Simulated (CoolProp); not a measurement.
Values from CoolProp's reference Helmholtz-energy equation of state, Lemmon 2006. It is a short technical equation, of lower accuracy than the large ones.

Problem. For CH3F (R41), give the phase and the cp (kJ/(kg K)), cv (kJ/(kg K)), speed of sound (m/s), Joule-Thomson coefficient (K/MPa) at -50.25 °C and 453 kPa; -50.25 °C and 1710 kPa; -50.25 °C and 4140 kPa.

Solution. 
- -50.25 °C and 453 kPa: liquid; cp 2.15, cv 1.23, speed of sound 922, Joule-Thomson coefficient -0.200
- -50.25 °C and 1710 kPa: liquid; cp 2.13, cv 1.23, speed of sound 933, Joule-Thomson coefficient -0.208
- -50.25 °C and 4140 kPa: liquid; cp 2.11, cv 1.23, speed of sound 954, Joule-Thomson coefficient -0.222
